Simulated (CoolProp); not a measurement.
Decamethyltetrasiloxane (MD2M) along the isobar 0.101 MPa: density (kg/m³) from the reference equation and from simpler models built on Tc = 599.4 K, pc = 1.144 MPa, ω = 0.635; each cubic takes its own stable root.

Computed with CoolProp (reference Helmholtz-energy equation of state, Thol 2017).

| T (K) | phase | reference |
|---|---|---|
| 502.2 | gas | 7.962 |
| 509.8 | gas | 7.818 |
| 517.3 | gas | 7.682 |
| 524.8 | gas | 7.551 |
| 532.3 | gas | 7.426 |
| 539.8 | gas | 7.305 |
| 547.4 | gas | 7.187 |
| 554.9 | gas | 7.075 |
| 562.4 | gas | 6.967 |
| 569.9 | gas | 6.863 |
| 577.4 | gas | 6.762 |
| 585 | gas | 6.663 |
| 592.5 | gas | 6.568 |
| 600 | gas | 6.476 |

Q: How far does each simpler model (Redlich-Kwong, Soave-Redlich-Kwong) lie from the reference over these 14 states: mean and median of the absolute difference, and the worst?

A: 
- Redlich-Kwong: mean 0.2 %, median 0.1 %, worst -0.5 % at 502.2 K and 0.101 MPa
- Soave-Redlich-Kwong: mean 0.4 %, median 0.3 %, worst +0.5 % at 502.2 K and 0.101 MPa
